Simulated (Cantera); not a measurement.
What does this Cantera script print?

```python
import numpy as np
import cantera as ct

gas_names = """
    Br Br2 H HBr H2 Si SiBr SiBr2 SiBr3 SiBr4 SiH SiHBr3 SiH2 SiH2Br2 SiH3 SiH3Br SiH4 Si2 Si3
""".split()
cond_names = """
    Br2(cr) Br2(L) Si(cr) Si(L)
""".split()


# ... load() reads the species with a 1 bar reference pressure and builds the phases ...
atoms = {
    'Si': {'Si': 1},
    'Br2': {'Br': 2},
    'H2': {'H': 2},
}
top_T = {}  # K; cautious upper limits of use, not melting points


# ... equilibrate(T, P, feed) seeds the gas with the atoms and calls Mixture.equilibrate('TP', solver="vcs", rtol=1e-11, max_steps=5000) ...
results = []
feed = {'Si': 1, 'Br2': 0.95, 'H2': 11}  # mol
P = 3.9  # Pa
for T in [1200, 1250, 1300, 1350, 1400, 1450, 1500]:
    mix = equilibrate(T, P, feed)
    results.append((T, P, feed, dict(zip(mix.species_names, mix.species_moles))))
    x = sorted(zip(gas.X, gas.species_names), reverse=True)
    print(f"T = {T:g} K  P = {P:g} Pa  gas = {mix.phase_moles(0):.4g} mol")
    print("   x: " + "  ".join(f"{s} {v:.3e}" for v, s in x if v > 0.0001))
    print("   condensed (mol): " + ("  ".join(f"{mix.phase(i).name} {mix.phase_moles(i):.4g}"
          for i in range(1, mix.n_phases) if mix.phase_moles(i) > 1e-12) or "none"))
```

Output:

```
T = 1200 K  P = 3.9 Pa  gas = 11.96 mol
   x: H2 8.645e-01  HBr 1.105e-01  SiBr2 2.325e-02  Br 1.555e-03
   condensed (mol): Si(cr) 0.7208
T = 1250 K  P = 3.9 Pa  gas = 11.97 mol
   x: H2 8.653e-01  HBr 1.078e-01  SiBr2 2.399e-02  Br 2.800e-03
   condensed (mol): Si(cr) 0.7122
T = 1300 K  P = 3.9 Pa  gas = 11.98 mol
   x: H2 8.657e-01  HBr 1.048e-01  SiBr2 2.442e-02  Br 4.798e-03  H 1.648e-04
   condensed (mol): Si(cr) 0.7068
T = 1350 K  P = 3.9 Pa  gas = 12 mol
   x: H2 8.658e-01  HBr 1.014e-01  SiBr2 2.446e-02  Br 7.851e-03  H 3.551e-04
   condensed (mol): Si(cr) 0.7055
T = 1400 K  P = 3.9 Pa  gas = 12.03 mol
   x: H2 8.654e-01  HBr 9.744e-02  SiBr2 2.403e-02  Br 1.229e-02  H 7.245e-04  SiBr 1.138e-04
   condensed (mol): Si(cr) 0.7092
T = 1450 K  P = 3.9 Pa  gas = 12.07 mol
   x: H2 8.642e-01  HBr 9.264e-02  SiBr2 2.302e-02  Br 1.844e-02  H 1.408e-03  SiBr 2.395e-04
   condensed (mol): Si(cr) 0.7181
T = 1500 K  P = 3.9 Pa  gas = 12.13 mol
   x: H2 8.619e-01  HBr 8.686e-02  Br 2.650e-02  SiBr2 2.137e-02  H 2.617e-03  SiBr 4.712e-04  Si 2.699e-04
   condensed (mol): Si(cr) 0.7315
```

Cantera equilibrium calculation (NASA polynomials, part measured and part estimated; ideal gas, pure solids and liquids). The tables' values for SiBr, SiBr3 are old estimates; treat these amounts as uncertain.
